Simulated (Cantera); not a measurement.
A closed system holds: 1 mol CH3SiCl3, 0.0089 mol C2H2, 57 mol H2, at 2252 °C and 11.0 mbar.

These are equilibrium values from Cantera (NASA tables, ideal gas, pure condensed phases), not measurements of a reactor. Candidate condensed phases: C, C6H6, C7H8, C8H18, Si, SiC; 109 gas species. The feed counts by its element totals alone. The tables' values for SiCl are old estimates; treat these amounts as uncertain. Gases not in the tables: Si2H6 and higher silanes. Kinetics and transport are ignored.

### Question
What is the equilibrium state?

### Answer
| Quantity | Result |
|---|---|
| x(H2) | 0.712 |
| x(H) | 0.225 |
| x(HCl) | 0.0353 |
| x(Si) | 0.0117 |
| x(Cl) | 0.00788 |
| x(C2H2 (acetylene)) | 0.00513 |
| x(SiC2) | 0.00196 |
| x(SiH) | 0.000264 |
| x(SiCl) | 0.000204 |
| gas amount | 69.04 mol |
| log10 activity of C(graphite) (absent) | -0.11 |
| log10 activity of Si(l) (absent) | -1.65 |
